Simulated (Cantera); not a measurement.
Charge: 1 mol CuO, 1.5 mol CH₄, 0.57 mol N₂, equilibrated at 28.0 Pa.

These are equilibrium values from Cantera (NASA tables, ideal gas, pure condensed phases), not measurements of a reactor. Candidate condensed phases: C, C₆H₆, C₇H₈, C₈H₁₈, Cu, CuO, Cu(OH)₂, Cu₂O, H₂O; 139 gas species. Rates play no part.

Which condensed phases are stable at each of these points (T (K)): 1173, 1273, 1373, 1473, 1573, 1673, 1773, 1873, 1973, 2073, 2173, 2273, 2373, 2473?


```json
[
 {"T (K)": "1173", "condensed phases": "C(graphite) + Cu(s)", "Cu condensed (%)": "100.0"},
 {"T (K)": "1273", "condensed phases": "C(graphite) + Cu(s)", "Cu condensed (%)": "99.9"},
 {"T (K)": "1373", "condensed phases": "C(graphite) + Cu(l)", "Cu condensed (%)": "98.7"},
 {"T (K)": "1473", "condensed phases": "C(graphite) + Cu(l)", "Cu condensed (%)": "91.4"},
 {"T (K)": "1573", "condensed phases": "C(graphite) + Cu(l)", "Cu condensed (%)": "52.1"},
 {"T (K)": "1673", "condensed phases": "C(graphite)", "Cu condensed (%)": "0.0"},
 {"T (K)": "1773", "condensed phases": "C(graphite)", "Cu condensed (%)": "0.0"},
 {"T (K)": "1873", "condensed phases": "C(graphite)", "Cu condensed (%)": "0.0"},
 {"T (K)": "1973", "condensed phases": "C(graphite)", "Cu condensed (%)": "0.0"},
 {"T (K)": "2073", "condensed phases": "C(graphite)", "Cu condensed (%)": "0.0"},
 {"T (K)": "2173", "condensed phases": "C(graphite)", "Cu condensed (%)": "0.0"},
 {"T (K)": "2273", "condensed phases": "C(graphite)", "Cu condensed (%)": "0.0"},
 {"T (K)": "2373", "condensed phases": "C(graphite)", "Cu condensed (%)": "0.0"},
 {"T (K)": "2473", "condensed phases": "C(graphite)", "Cu condensed (%)": "0.0"}
]
```

From 1173 K to 1273 K the condensed part is C(graphite) + Cu(s). From 1373 K to 1573 K the condensed part is C(graphite) + Cu(l). From 1673 K to 2473 K the condensed part is C(graphite).
